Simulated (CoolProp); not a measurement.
The fluid at 293.15 K and 0.153 MPa expands adiabatically to 0.0428 MPa with isentropic efficiency 0.7. The same conditions are run with several fluids, on thermodynamics alone (safety and materials aside).

Values from CoolProp's reference Helmholtz-energy equation of state of each fluid (propane: Lemmon 2009; carbonyl sulfide: Lemmon 2006; ammonia: Gao 2020; R124: de Vries 1995; R22: Kamei 1995).

**Question.** Rank propane, carbonyl sulfide, ammonia, R124, R22 by work (kJ/kg), highest first.

**Answer.** ammonia (108), propane (44.8), carbonyl sulfide (31.3), R22 (22.4), R124 (14.6)

| fluid | final temperature (K) | final density (kg/m³) |
|---|---|---|
| propane | 262.8 | 0.872 |
| carbonyl sulfide | 244.1 | 1.28 |
| ammonia | 238.2 | 0.372 |
| R124 | 269.8 | 2.64 |
| R22 | 254.9 | 1.76 |
